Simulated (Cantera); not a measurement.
A Cantera script and its output.

```python
import numpy as np
import cantera as ct

gas = ct.Solution("gri30.yaml")
gas.TPX = 1975, 1333, {'C2H6': 1, 'N2': 14}
inlet = ct.Reservoir(gas, clone=True)

reactor = ct.IdealGasConstPressureReactor(gas, energy="off", clone=False)
exhaust = ct.Reservoir(gas, clone=True)
tau = [3.1, 1, 0.33, 0.11, 0.034, 0.011, 0.0036, 0.0011, 0.00037][0]
for a, b in ((inlet, reactor), (reactor, exhaust)):
    ct.MassFlowController(a, b, mdot=lambda t: reactor.mass / tau)
net = ct.ReactorNet([reactor])
show = ['C2H6', 'C2H4', 'CH2', 'HCN', 'CH3']

rows = []
print(f"{'tau/s':>10s}{'T/K':>9s}" + "".join(f"{s:>11s}" for s in show))
for tau in [3.1, 1, 0.33, 0.11, 0.034, 0.011, 0.0036, 0.0011, 0.00037]:
    net.initial_time = 0.0
    net.advance(30 * tau)
    before = gas.X
    net.advance(40 * tau)
    drift = np.max(np.abs(gas.X - before) / (gas.X + 1e-9))
    rows.append([gas.T, *gas[show].X, drift])
    print(f"{tau:10.3e}{gas.T:9.1f}" + "".join(f"{x:11.3e}" for x in gas[show].X))
```

Output:

```
     tau/s      T/K       C2H6       C2H4        CH2        HCN        CH3
 3.100e+00   1975.0  1.315e-06  8.553e-06  7.116e-06  3.229e-03  2.935e-04
 1.000e+00   1975.0  4.221e-06  2.748e-05  1.173e-05  1.592e-03  5.492e-04
 3.300e-01   1975.0  1.297e-05  8.396e-05  1.920e-05  8.309e-04  9.926e-04
 1.100e-01   1975.0  3.874e-05  2.420e-04  3.117e-05  4.540e-04  1.764e-03
 3.400e-02   1975.0  1.227e-04  7.050e-04  5.151e-05  2.454e-04  3.241e-03
 1.100e-02   1975.0  3.664e-04  1.837e-03  8.117e-05  1.376e-04  5.789e-03
 3.600e-03   1975.0  1.070e-03  4.356e-03  1.224e-04  7.713e-05  1.018e-02
 1.100e-03   1975.0  3.311e-03  9.433e-03  1.773e-04  4.010e-05  1.794e-02
 3.700e-04   1975.0  9.157e-03  1.477e-02  2.223e-04  1.970e-05  2.784e-02
```

Computed with Cantera and GRI-Mech 3.0 (53 species, 325 reactions). GRI-Mech 3.0 stops at C3 and has no aromatics, soot or wall deposition, so with more carbon than oxygen in the feed, carbon stays in small species such as C2H2 where larger ones or solid carbon would form. Radical loss at walls, strong at low pressure, is not modelled.
